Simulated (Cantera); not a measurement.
Charge: 1 mol toluene, 0.67 mol H₂O, 8.7 mol H₂, equilibrated at 2248.15 K and 38.0 Pa.

Cantera equilibrium calculation (NASA polynomials, part measured and part estimated; ideal gas, pure solids and liquids). Candidate condensed phases: C, C₆H₆, C₇H₈, C₈H₁₈, H₂O; 110 gas species. Kinetics and transport are ignored.

Question: What is the equilibrium state?

Answer: 
| Item | Value |
|---|---|
| x(H₂) | 0.653 |
| x(H) | 0.305 |
| x(CO) | 0.0404 |
| x(C₂H₂ (acetylene)) | 0.00216 |
| x(C₂H) | 3.99e-5 |
| x(C₃) | 1.65e-5 |
| x(C) | 9.29e-6 |
| x(C₄H₂) | 2.93e-6 |
| x(C₂) | 1.45e-6 |
| n(C(graphite)) | 6.26 mol |
| gas amount | 16.56 mol |
